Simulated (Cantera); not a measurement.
An adiabatic, constant-pressure homogeneous reactor starts with CH₄ : O₂ : N₂ = 1 : 1.82 : 6.84 (molar parts), at 1000 K and 0.680 bar.

Detailed kinetics in Cantera: GRI-Mech 3.0 (53 species, 325 reactions).

**Question.** Predict: time of steepest temperature rise; temperature at 2.00 s; equilibrium temperature; x(O₂) at 2.00 s; x(CO₂) at 2.00 s.

**Answer.** time of steepest temperature rise: 1.74 s
temperature at 2.00 s: 2538 K
equilibrium temperature: 2538 K
x(O₂) at 2.00 s: 0.00685 (gas-phase equilibrium 0.00685)
x(CO₂) at 2.00 s: 0.0600 (gas-phase equilibrium 0.0600)
